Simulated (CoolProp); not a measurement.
Nitrogen along the isobar 10.7 MPa: fugacity coefficient from the reference equation and from simpler models built on Tc = 126.2 K, pc = 3.396 MPa, ω = 0.037; each cubic takes its own stable root.

Computed with CoolProp (reference Helmholtz-energy equation of state, Span 2000).

```tsv
T (K)	phase	reference
105.3	liquid	0.1318
122.3	liquid	0.2678
139.2	supercritical	0.4267
156.1	supercritical	0.5755
173.1	supercritical	0.6924
190	supercritical	0.7773
206.9	supercritical	0.8398
223.9	supercritical	0.8868
240.8	supercritical	0.9221
257.7	supercritical	0.9493
274.7	supercritical	0.9705
291.6	supercritical	0.9869
308.5	supercritical	0.9999
325.5	supercritical	1.010
342.4	supercritical	1.018
359.3	supercritical	1.025
```

Problem. How far does each simpler model (van der Waals, Soave-Redlich-Kwong, Peng-Robinson) lie from the reference over these 16 states: mean and median of the absolute difference, and the worst?

Solution. 
- van der Waals: mean 9.4 %, median 5.3 %, worst +59.3 % at 105.3 K and 10.7 MPa
- Soave-Redlich-Kwong: mean 1.7 %, median 1.6 %, worst +2.5 % at 122.3 K and 10.7 MPa
- Peng-Robinson: mean 3.4 %, median 3.3 %, worst -5.1 % at 105.3 K and 10.7 MPa
